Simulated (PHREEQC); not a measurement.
Dissolve 0.012 mol/kgw ZnCl2, 9.3e-05 mol/kgw NaCl and 3.7e-05 mol/kgw MnSO4 at 10 °C. Closed to the air; pH follows from the charge balance.

Equilibrium calculation in PHREEQC: ion-association model, wateq4f.dat.

| quantity | before | after |
|---|---|---|
| pH | 5.62 | 5.87 |
| SO4-2 (mol/kgw) | 2.22e-5 | 3.36e-5 |
| NaSO4- (mol/kgw) | 4.79e-9 | 9.17e-9 |
| HSO4- (mol/kgw) | 2.33e-9 | 2.35e-9 |
| SI of Halite (NaCl) | -7.35 | -7.59 |
| SI of Mirabilite (Na2SO4:10H2O) | -11.30 | -10.97 |

### Question
Name the change that produced these shifts.
A) ZnCl2 replaced by NH4Cl at the same molality
B) temperature from 10 to 35 °C
C) ZnCl2 from 0.012 to 0.0108 mol/kgw
D) ZnCl2 replaced by NiCl2 at the same molality
E) NaCl from 9.3e-05 to 0.000186 mol/kgw

### Answer
A, ZnCl2 replaced by NH4Cl at the same molality

This is a speciation only: nothing precipitates in the calculation. Away from 25 °C the constants follow the database's enthalpies or fits; those with neither stay at their 25 °C values.
